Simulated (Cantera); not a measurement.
Source: NASA polynomial tables (part measured, part estimated), evaluated in Cantera. Values are per mole of reaction as written; species without (g) are pure solids or liquids, kept so even where they would boil at 1 bar.

O₂(g) + 2 Sr(OH)₂ → 2 SrO + 2 H₂O₂(g)

| T (K) | ΔH° (kJ) | ΔS° (J/K) | ΔG° (kJ) | log10 K | condensed phases |
|---|---|---|---|---|---|
| 300 | 481.1 | 180.8 | 426.9 | -74.32 | Sr(OH)₂(s), SrO(s) |
| 1198 | [?] | [?] | [?] | [?] | Sr(OH)₂(l), SrO(s) |
| 1248 | 366.1 | 39.8 | 316.4 | -13.24 | Sr(OH)₂(l), SrO(s) |
| 1298 | 361.0 | 35.8 | 314.5 | -12.66 | Sr(OH)₂(l), SrO(s) |
| 1348 | 356.0 | 32.0 | 312.8 | -12.12 | Sr(OH)₂(l), SrO(s) |
| 1398 | [?] | [?] | [?] | [?] | Sr(OH)₂(l), SrO(s) |
| 1448 | [?] | [?] | [?] | [?] | Sr(OH)₂(l), SrO(s) |
| 1498 | 341.6 | 21.9 | 308.8 | -10.77 | Sr(OH)₂(l), SrO(s) |
| 1548 | 336.9 | 18.8 | 307.8 | -10.39 | Sr(OH)₂(l), SrO(s) |
| 1598 | 332.4 | 15.9 | 306.9 | -10.03 | Sr(OH)₂(l), SrO(s) |
| 1648 | [?] | [?] | [?] | [?] | Sr(OH)₂(l), SrO(s) |

### Question
Complete the blanks.

### Answer

- 1198, ΔH° (kJ): 371.3
- 1198, ΔS° (J/K): 44.1
- 1198, ΔG° (kJ): 318.5
- 1198, log10 K: -13.89
- 1398, ΔH° (kJ): 351.1
- 1398, ΔS° (J/K): 28.5
- 1398, ΔG° (kJ): 311.3
- 1398, log10 K: -11.63
- 1448, ΔH° (kJ): 346.3
- 1448, ΔS° (J/K): 25.1
- 1448, ΔG° (kJ): 310.0
- 1448, log10 K: -11.18
- 1648, ΔH° (kJ): 327.9
- 1648, ΔS° (J/K): 13.2
- 1648, ΔG° (kJ): 306.2
- 1648, log10 K: -9.70
